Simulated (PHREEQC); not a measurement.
## Ultrapure water in contact with air or piping (model solution)

A made-up water analysis in mmol/kgw, 25 °C, pH 6.94, pe 9.5: Na 0.00471; K 0.00141; Ca 0.00864; Mg 0.00116; Cl 0.000957; S(6) 0.00384; Alkalinity (meq/kgw) 0.0178; B 1.1e-05.

Cl is adjusted to close the charge balance.
Valence states are taken as typed.

Model: ion-association model, wateq4f.dat, run in PHREEQC.

The ionic strength is 3.94e-5 mol/kgw.

```
species  molality  activity   log γ
-------  --------  --------  ------
HCO3-     1.78e-5   1.77e-5  -0.003
Ca+2      8.63e-6   8.38e-6  -0.013
Na+       4.71e-6   4.68e-6  -0.003
CO2       4.56e-6   4.56e-6   0.000
SO4-2     3.83e-6   3.72e-6  -0.013
K+        1.41e-6   1.40e-6  -0.003
```

This is a speciation only: nothing precipitates in the calculation.
